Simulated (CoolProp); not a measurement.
Fluoroethane (R161) along the isobar 0.101 MPa: fugacity coefficient from the reference equation and from simpler models built on Tc = 375.2 K, pc = 5.010 MPa, ω = 0.216; each cubic takes its own stable root.

Model: reference Helmholtz-energy equation of state, Wu 2012, in CoolProp.

| T (K) | phase | reference |
|---|---|---|
| 176.4 | liquid | 0.02219 |
| 187.9 | liquid | 0.05798 |
| 199.4 | liquid | 0.1329 |
| 210.8 | liquid | 0.2720 |
| 222.3 | liquid | 0.5123 |
| 233.8 | liquid | 0.8948 |
| 245.2 | gas | 0.9712 |
| 256.7 | gas | 0.9751 |
| 268.2 | gas | 0.9784 |
| 279.7 | gas | 0.9812 |
| 291.1 | gas | 0.9835 |
| 302.6 | gas | 0.9855 |
| 314.1 | gas | 0.9872 |

Task: How far does each simpler model (van der Waals, Redlich-Kwong, Soave-Redlich-Kwong) lie from the reference over these 13 states: mean and median of the absolute difference, and the worst?

Result: 
- van der Waals: mean 492.1 %, median 1.3 %, worst +3823.8 % at 176.4 K and 0.101 MPa
- Redlich-Kwong: mean 34.5 %, median 0.7 %, worst +106.0 % at 176.4 K and 0.101 MPa
- Soave-Redlich-Kwong: mean 1.3 %, median 0.5 %, worst -4.3 % at 176.4 K and 0.101 MPa

At some of these states van der Waals, Redlich-Kwong gives the other phase, because its saturation line lies elsewhere.
